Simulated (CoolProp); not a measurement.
Properties of p-xylene along the isobar 4.85 MPa (Tc = 616.2 K, pc = 3.532 MPa, ω = 0.324).

Values from CoolProp's reference Helmholtz-energy equation of state, Zhou 2012.

```tsv
T (K)	phase	Z	cp (kJ/(kg K))	speed of sound (m/s)	isothermal compressibility (1/MPa)	expansivity (1/kK)
541.2	liquid	0.1857	2.621	489.2	0.008530	2.284
548.4	liquid	0.1864	2.660	465.9	0.009604	2.425
555.5	liquid	0.1873	2.700	442.8	0.01088	2.586
562.7	liquid	0.1885	2.745	418.9	0.01247	2.779
569.8	liquid	0.1900	2.794	395.0	0.01443	3.007
577	liquid	0.1919	2.849	370.2	0.01696	3.289
584.2	liquid	0.1943	2.913	344.8	0.02030	3.642
591.3	liquid	0.1973	2.987	318.9	0.02476	4.087
598.5	liquid	0.2012	3.078	291.7	0.03116	4.687
605.7	liquid	0.2062	3.195	263.3	0.04073	5.518
612.8	liquid	0.2128	3.348	234.1	0.05576	6.710
620	supercritical	0.2221	3.570	203.4	0.08223	8.586
```
